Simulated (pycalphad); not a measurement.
All values are pycalphad results on the COST 507 light-alloy database (1999) (1 atm), not direct measurements. The database dates from 1999; later assessments differ in places, in temperatures and in the compounds included.

Molar enthalpy of Al-0.22Mn-1.75Si (at.%) in equilibrium (SER reference):

| T (K) | H (kJ/mol) | phases |
|---|---|---|
| 1850 | 58.17 | LIQUID |
| 1770 | 55.63 | LIQUID |
| 1690 | 53.10 | LIQUID |
| 1610 | 50.56 | LIQUID |
| 1530 | 48.02 | LIQUID |
| 1450 | 45.49 | LIQUID |
| 1370 | 42.95 | LIQUID |
| 1290 | 40.42 | LIQUID |
| 1210 | 37.88 | LIQUID |
| 1130 | 35.35 | LIQUID |
| 1050 | 32.81 | LIQUID |
| 970 | 30.28 | LIQUID |
| 930 | 29.01 | LIQUID |
| 890 | 18.79 | FCC_A1 + LIQUID + ALMNSI_ALPHA |
| 810 | 14.32 | FCC_A1 + ALMNSI_ALPHA + DIAMOND_A4 |
| 770 | 12.94 | FCC_A1 + ALMNSI_ALPHA + DIAMOND_A4 |
| 730 | 11.62 | FCC_A1 + ALMNSI_ALPHA + DIAMOND_A4 |
| 650 | 9.15 | FCC_A1 + DIAMOND_A4 + ALMNSI_ALPHA |
| 570 | 6.83 | FCC_A1 + DIAMOND_A4 + ALMNSI_ALPHA |

Cooling from 930 K to 810 K, across the freezing range, releases 14.7 kJ/mol, or 543 J/g. The slope is 32 J/(mol K) in the liquid and 35 J/(mol K) just below the solidus, where it includes any heat of precipitation. Liquidus 922 K, solidus 849 K. Changes were sought between steps of 40 K, so a narrower field can be missed.

Database names, with the compositions (at.%) that they take in these runs: ALMNSI_ALPHA: Al 70 Mn 17 Si 12. FCC_A1 is fcc; DIAMOND_A4 is diamond (Si).
